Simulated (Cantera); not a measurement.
Charge: 1 mol Si, 1.9 mol O2, 33 mol N2, equilibrated at 1750 °C and 1.60 bar.

Method: chemical equilibrium by Gibbs-energy minimisation in Cantera with the NASA 1993 tables (ideal gas, pure condensed phases). Candidate condensed phases: Si, SiO2, Si2N2O, Si3N4; 16 gas species. The tables hold silica as quartz up to 1696 K and as liquid above; real silica turns to tridymite and cristobalite and melts near 1996 K. The numbers say what is thermodynamically allowed, not how fast it happens.

Base state: N2 0.972, O2 0.0249, NO 0.00312, O 9.95e-5 (mole fractions); condensed: SiO2(l).

Task: What changes in the equilibrium state with this change: temperature from 1750 °C to 827 °C?

Result: 
| species | before | after |
|---|---|---|
| N2 | 0.972 | 0.973 |
| O2 | 0.0249 | 0.0265 |
| NO | 0.00312 | 3.36e-5 |
| O | 9.95e-5 | <1e-9 |
| SiO2(l), mol | 1.000 | 0 |
| SiO2(β-quartz), mol | 0 | 1.00 |
